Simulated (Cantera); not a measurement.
SiH2Cl2 + HCl + H2 (silicon epitaxy and polysilicon growth)

Charge: 1 mol SiH2Cl2, 2.1 mol HCl, 9 mol H2, at 925 K and 0.100 bar.

These are equilibrium values from Cantera (NASA tables, ideal gas, pure condensed phases), not measurements of a reactor. Candidate condensed phases: Si; 19 gas species. The tables' values for SiCl3 are old estimates; treat these amounts as uncertain. The numbers say what is thermodynamically allowed, not how fast it happens.

The x(H2) comes out as 0.897, the x(SiCl4) comes out as 0.0708 and the x(HCl) comes out as 0.0203. The x(SiHCl3) is 0.0114. The x(SiCl3) is 0.000233 and the x(SiH2Cl2) is 0.000179. The x(SiCl2) comes out as 3.03e-5, the gas amount is 12.10 mol and the log10 activity of Si(s) (absent) comes out as -1.34.
